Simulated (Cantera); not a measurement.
Input: 1 mol FeS₂, a varied amount of SO₃, 0.22 mol O₂, equilibrated at 950 K and 100 Torr.

Method: chemical equilibrium by Gibbs-energy minimisation in Cantera with the NASA 1993 tables (ideal gas, pure condensed phases). Candidate condensed phases: Fe, FeO, FeS, FeSO₄, FeS₂, Fe₂O₃, Fe₂(SO₄)₃, Fe₃O₄, S; 12 gas species. FeS: taken at fixed stoichiometry. Gases not in the tables: S₃ to S₇. Equilibrium is a limit: real reactors are often held back by kinetics, nucleation or transport.

### Question
Which condensed phases are stable at each of these points (n(SO₃) (mol)): 0.12, 0.18, 0.25, 0.36, 0.51, 0.72, 1, 1.4, 2.1, 2.9, 4.2?

### Answer
| n(SO₃) (mol) | condensed phases | Fe condensed (%) |
|---|---|---|
| 0.12 | FeS(s) | 100.0 |
| 0.18 | FeS(s) | 100.0 |
| 0.25 | FeS(s) | 100.0 |
| 0.36 | FeS(s) | 100.0 |
| 0.51 | FeS(s) | 100.0 |
| 0.72 | FeS(s) | 100.0 |
| 1 | FeS(s) | 100.0 |
| 1.4 | FeS(s) + Fe₃O₄(s) | 100.0 |
| 2.1 | FeS(s) + Fe₃O₄(s) | 100.0 |
| 2.9 | FeS(s) + Fe₃O₄(s) | 100.0 |
| 4.2 | Fe₃O₄(s) | 100.0 |

From 0.12 mol SO₃ to 1 mol SO₃ the condensed part is FeS(s). From 1.4 mol SO₃ to 2.9 mol SO₃ the condensed part is FeS(s) + Fe₃O₄(s). At 4.2 mol SO₃ the condensed part is Fe₃O₄(s).
